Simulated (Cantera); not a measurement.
A perfectly stirred reactor is fed with NH3 : H2 = 1 : 1.5 (molar parts), at 10.00 Torr; it is held at 2025 K, and followed from long to short residence time.

Model: the gas-phase N/H chemistry of the illustrative SiF4/NH3 mechanism in the Surface Chemkin manual (1991), integrated in Cantera. Walls and surfaces, which speed up NH3 decomposition in real reactors, are not modelled.

Task: What does this change do: pressure from 10.00 Torr to 36.0 Torr?

Result: 
```
quantity                  before     after
----------------------  --------  --------
x(NH3) at τ = 4.10 s      0.0887    0.0382
x(H2) at τ = 4.10 s        0.799     0.831
x(N2) at τ = 4.10 s        0.111     0.129
x(N2H2) at τ = 4.10 s    6.89e-7   2.05e-7
x(N2H4) at τ = 4.10 s   5.85e-10  5.60e-10
x(NH3) at τ = 0.120 s      0.360     0.311
x(H2) at τ = 0.120 s       0.625     0.656
x(N2) at τ = 0.120 s      0.0138    0.0313
x(N2H2) at τ = 0.120 s   3.77e-6   2.33e-6
x(N2H4) at τ = 0.120 s   3.89e-9   9.14e-9
```

Task: What does this change do: temperature 2025 to 1673 K?

Result: 
| quantity | before | after |
|---|---|---|
| x(NH3) at τ = 4.10 s | 0.0887 | 0.374 |
| x(H2) at τ = 4.10 s | 0.799 | 0.617 |
| x(N2) at τ = 4.10 s | 0.111 | 0.00922 |
| x(N2H2) at τ = 4.10 s | 6.89e-7 | 7.86e-7 |
| x(N2H4) at τ = 4.10 s | 5.85e-10 | 3.40e-9 |
| x(NH3) at τ = 0.120 s | 0.360 | 0.400 |
| x(H2) at τ = 0.120 s | 0.625 | 0.600 |
| x(N2) at τ = 0.120 s | 0.0138 | 8.84e-5 |
| x(N2H2) at τ = 0.120 s | 3.77e-6 | 2.86e-7 |
| x(N2H4) at τ = 0.120 s | 3.89e-9 | 1.41e-9 |
